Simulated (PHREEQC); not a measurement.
A PHREEQC input (ion-association model, wateq4f.dat):

```
SOLUTION 1
  temp 25
  units mg/L
  pH 5.65
  pe 2.1
  Na 0.016
  K 1.15e-05
  Ca 0.0141
  Mg 0.00438
  Cl 0.0127
  S(6) 0.0511 as SO4
  Alkalinity 0.0227 as HCO3
  Mn(2) 8e-05
  Br 0.000216
  Sr 0.00419
  Si 5.78e-05 as SiO2
END
USE solution 1
EQUILIBRUM_PHASES 1
  Quartz 0 0.5
  CO2(g) -2 10
END
```

The run finishes with these warnings:
```
WARNING: Unknown input, no keyword has been specified.
WARNING: 	  Quartz 0 0.5
WARNING: 	  CO2(g) -2 10
```

Its last state differs from that of the intended input:

```csv
quantity,as run,intended
pH,5.65,4.92
ionic strength (mol/kgw),5.19e-6,1.51e-5
CO2 (mol/kgw),1.31e-5,0.000340
HCO3- (mol/kgw),2.61e-6,1.26e-5
HSO4- (mol/kgw),1.15e-10,6.18e-10
CaHCO3+ (mol/kgw),1.16e-11,5.53e-11
SI of Quartz (SiO2),-5.04,+0.00
```

The fault: the keyword misspelt. The line should read `EQUILIBRIUM_PHASES 1` where the input has `EQUILIBRUM_PHASES 1`.
